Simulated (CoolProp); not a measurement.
Isohexane at several states: density (kg/m³) from the reference equation and from simpler models built on Tc = 224.6 °C, pc = 30.43 bar, ω = 0.280; each cubic takes its own stable root.

Model: reference Helmholtz-energy equation of state, Lemmon 2006, in CoolProp. It is a short technical equation, of lower accuracy than the large ones.

```csv
T (°C),p (bar),phase,reference,van der Waals,Redlich-Kwong,Soave-Redlich-Kwong
74.45,29.2,liquid,…,…,535.6,556.7
-96.55,0.204,liquid,…,…,…,672.5
169.55,22.8,liquid,…,294.3,…,423.4
```

Question: Some entries are withheld; supply them.

Answer: 
- 74.45, reference: 605.7
- 74.45, van der Waals: 373.2
- -96.55, reference: 754.9
- -96.55, van der Waals: 446.4
- -96.55, Redlich-Kwong: 665.6
- 169.55, reference: 486.7
- 169.55, Redlich-Kwong: 401.5
